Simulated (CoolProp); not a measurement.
Vapour-liquid equilibrium of acetone (1) + benzene (2) at 89.45 °C; x and y are mole fractions of (1).

Model: multi-fluid Helmholtz-energy mixture model, Lemmon 2006 and Thol 2012; pair parameters Bell 2016, in CoolProp.

```
x     bubble pressure (bar)  y at the bubble point  dew pressure at overall composition x (bar)  liquid density (mol/L)
----  ---------------------  ---------------------  -------------------------------------------  ----------------------
0.05                  1.461                  0.123                                        1.387                   10.35
0.15                  1.672                  0.304                                        1.489                   10.50
0.25                  1.854                  0.434                                        1.604                   10.65
0.35                  2.014                  0.536                                        1.734                   10.82
0.45                  2.159                  0.622                                        1.878                   10.99
0.55                  2.293                  0.698                                        2.037                   11.18
0.65                  2.418                  0.769                                        2.207                   11.38
0.75                  2.537                  0.836                                        2.384                   11.59
0.85                  2.651                  0.902                                        2.562                   11.82
0.95                  2.760                  0.967                                        2.732                   12.06
```

No azeotrope shows between x = 0.05 and 0.95.

Pair parameters are fitted to limited data, so mixtures are less certain than the pure fluids.
